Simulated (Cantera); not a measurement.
An isothermal, constant-pressure homogeneous reactor starts with H2 : O2 : N2 = 0.48 : 1 : 1.2 (molar parts), at 1023 K and 0.00207 atm.

Detailed kinetics in Cantera: the H2/O2 subset of GRI-Mech 3.0, which has no nitrogen chemistry. Radical loss at walls, strong at low pressure, is not modelled. The temperature is held fixed by assumption; the heat of reaction is taken as removed at once.

x: mole fraction; the columns are a selection and need not sum to one.

| t (s) | x H2 | x O2 | x H2O | x H | x OH |
|---|---|---|---|---|---|
| 3.00e-5 | 0.179 | 0.373 | <1e-12 | 5.62e-12 | <1e-12 |
| 9.10e-5 | 0.179 | 0.373 | <1e-12 | 1.69e-11 | <1e-12 |
| 0.000276 | 0.179 | 0.373 | 1.58e-12 | 5.03e-11 | 2.51e-12 |
| 0.000837 | 0.179 | 0.373 | 2.89e-11 | 1.60e-10 | 1.42e-11 |
| 0.00254 | 0.179 | 0.373 | 5.23e-10 | 7.82e-10 | 9.30e-11 |
| 0.00770 | 0.179 | 0.373 | 2.68e-8 | 2.13e-8 | 2.74e-9 |
| 0.0234 | 0.179 | 0.373 | 0.000354 | 0.000267 | 3.43e-5 |
| 0.0709 | ___ | 0.292 | ___ | ___ | 0.00328 |
| 0.215 | ___ | 0.296 | ___ | ___ | 0.00307 |
| 0.652 | 0.00423 | 0.304 | 0.177 | 0.0196 | 0.00228 |
| 1.98 | 0.000647 | 0.310 | 0.195 | 0.00106 | 0.000887 |
| 6.00 | 4.13e-5 | 0.311 | 0.197 | 1.68e-5 | 0.000223 |

Complete the blanks.


- 0.0709, x H2: 0.00902
- 0.0709, x H2O: 0.129
- 0.0709, x H: 0.0809
- 0.215, x H2: 0.00777
- 0.215, x H2O: 0.146
- 0.215, x H: 0.0580
